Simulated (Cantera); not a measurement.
What does this Cantera script print?

```python
import numpy as np
import cantera as ct

gas = ct.Solution("gri30.yaml")
gas.TPX = 925, 420000, {'CO': 0.0024, 'O2': 0.014, 'H2O': 0.0024, 'N2': 1}
inlet = ct.Reservoir(gas, clone=True)

reactor = ct.IdealGasConstPressureReactor(gas, energy="off", clone=False)
exhaust = ct.Reservoir(gas, clone=True)
tau = [6.1, 2.1, 0.74, 0.26, 0.089, 0.031, 0.011, 0.0038, 0.0013, 0.00046][0]
for a, b in ((inlet, reactor), (reactor, exhaust)):
    ct.MassFlowController(a, b, mdot=lambda t: reactor.mass / tau)
net = ct.ReactorNet([reactor])
show = ['CO', 'O2', 'H2O', 'CO2', 'H', 'N2O']

rows = []
print(f"{'tau/s':>10s}{'T/K':>9s}" + "".join(f"{s:>11s}" for s in show))
for tau in [6.1, 2.1, 0.74, 0.26, 0.089, 0.031, 0.011, 0.0038, 0.0013, 0.00046]:
    net.initial_time = 0.0
    net.advance(30 * tau)
    before = gas.X
    net.advance(40 * tau)
    drift = np.max(np.abs(gas.X - before) / (gas.X + 1e-9))
    rows.append([gas.T, *gas[show].X, drift])
    print(f"{tau:10.3e}{gas.T:9.1f}" + "".join(f"{x:11.3e}" for x in gas[show].X))
```

Result:

```
     tau/s      T/K         CO         O2        H2O        CO2          H        N2O
 6.100e+00    925.0  2.117e-03  1.362e-02  2.356e-03  2.387e-04  1.025e-10  1.586e-08
 2.100e+00    925.0  2.280e-03  1.370e-02  2.356e-03  7.623e-05  9.211e-11  5.026e-09
 7.400e-01    925.0  2.340e-03  1.373e-02  2.356e-03  1.621e-05  5.256e-11  1.157e-09
 2.600e-01    925.0  2.355e-03  1.374e-02  2.356e-03  4.122e-07  3.365e-12  4.411e-11
 8.900e-02    925.0  2.356e-03  1.374e-02  2.356e-03  2.241e-08  4.860e-13  5.526e-12
 3.100e-02    925.0  2.356e-03  1.374e-02  2.356e-03  3.316e-09  1.766e-13  1.508e-12
 1.100e-02    925.0  2.356e-03  1.374e-02  2.356e-03  7.278e-10  8.988e-14  4.543e-13
 3.800e-03    925.0  2.356e-03  1.374e-02  2.356e-03  1.825e-10  5.175e-14  1.197e-13
 1.300e-03    925.0  2.356e-03  1.374e-02  2.356e-03  4.696e-11  2.715e-14  2.466e-14
 4.600e-04    925.0  2.356e-03  1.374e-02  2.356e-03  1.315e-11  1.170e-14  4.164e-15
```

Detailed kinetics in Cantera: GRI-Mech 3.0 (53 species, 325 reactions).
